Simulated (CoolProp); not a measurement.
Properties of carbon dioxide along the isotherm 518.6 K.

The numbers come from the reference Helmholtz-energy equation of state, Span 1996 in CoolProp.

```tsv
p (kPa)	phase	speed of sound (m/s)	Joule-Thomson coefficient (K/MPa)	isothermal compressibility (1/MPa)	conductivity (mW/(m K))	fugacity coefficient
2840	gas	344.9	2.775	0.3579	35.4	0.9829
5670	gas	344.2	2.662	0.1817	36.6	0.9668
8510	supercritical	344.6	2.536	0.1222	37.7	0.9517
11300	supercritical	345.9	2.402	0.09256	39.0	0.9379
14200	supercritical	348.5	2.250	0.07369	40.5	0.9245
17000	supercritical	352.4	2.095	0.06121	42.0	0.9128
19900	supercritical	357.7	1.929	0.05164	43.8	0.9017
22700	supercritical	364.2	1.767	0.04445	45.6	0.8921
25500	supercritical	372.0	1.608	0.03862	47.5	0.8835
28400	supercritical	381.2	1.449	0.03363	49.6	0.8759
31200	supercritical	391.2	1.304	0.02960	51.6	0.8696
34000	supercritical	402.0	1.169	0.02619	53.7	0.8643
36900	supercritical	413.9	1.041	0.02318	55.8	0.8600
```

Thermal conductivity comes from a separate model (Huber 2016).
